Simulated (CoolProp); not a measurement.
Hexamethyldisiloxane (MM) at several states: Z from the reference equation and from simpler models built on Tc = 518.7 K, pc = 1931 kPa, ω = 0.418; each cubic takes its own stable root.

The numbers come from the reference Helmholtz-energy equation of state, Thol 2016 in CoolProp.

```json
[
 {"T (K)": "256.4", "p (kPa)": "374", "phase": "liquid", "reference": "0.03547"},
 {"T (K)": "233", "p (kPa)": "2820", "phase": "liquid", "reference": "0.2850"},
 {"T (K)": "473.6", "p (kPa)": "1250", "phase": "liquid", "reference": "0.09768"},
 {"T (K)": "399.2", "p (kPa)": "10", "phase": "gas", "reference": "0.9954"},
 {"T (K)": "254.5", "p (kPa)": "1950", "phase": "liquid", "reference": "0.1854"},
 {"T (K)": "364.6", "p (kPa)": "125", "phase": "liquid", "reference": "0.009762"}
]
```

### Question
How far does each simpler model (Soave-Redlich-Kwong, Peng-Robinson) lie from the reference over these 6 states: mean and median of the absolute difference, and the worst?

### Answer
- Soave-Redlich-Kwong: mean 8.1 %, median 8.9 %, worst +14.3 % at 473.6 K and 1250 kPa
- Peng-Robinson: mean 2.4 %, median 2.5 %, worst -5.4 % at 364.6 K and 125 kPa
